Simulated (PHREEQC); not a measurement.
## Polishing slurry liquid: an equilibrium model

Dissolve 0.00459 mol/kgw K2CO3 and 5.1e-05 mol/kgw H3BO3 at 5 °C. Closed to the air; pH follows from the charge balance.

Equilibrium calculation in PHREEQC: ion-association model, phreeqc.dat.

```json
{
  "pH": "11.33",
  "ionic_strength": "0.0133 mol/kgw",
  "specific_conductance": "721 µS/cm",
  "total_alkalinity": "9.18 meq/kg"
}
```

| species | molality | activity | log γ |
|---|---|---|---|
| K+ | 0.00918 | 0.00818 | -0.050 |
| CO3-2 | 0.00409 | 0.00265 | -0.189 |
| HCO3- | 0.000496 | 0.000445 | -0.047 |
| OH- | 0.000446 | 0.000397 | -0.050 |
| H2BO3- | 5.05e-5 | 4.51e-5 | -0.049 |
| H3BO3 | 5.42e-7 | 5.43e-7 | 0.001 |
| CO2 | 6.84e-9 | 6.86e-9 | 0.001 |

This is a speciation only: nothing precipitates in the calculation. At this temperature some constants are extrapolated from 25 °C, and those without enthalpy data are left unchanged.
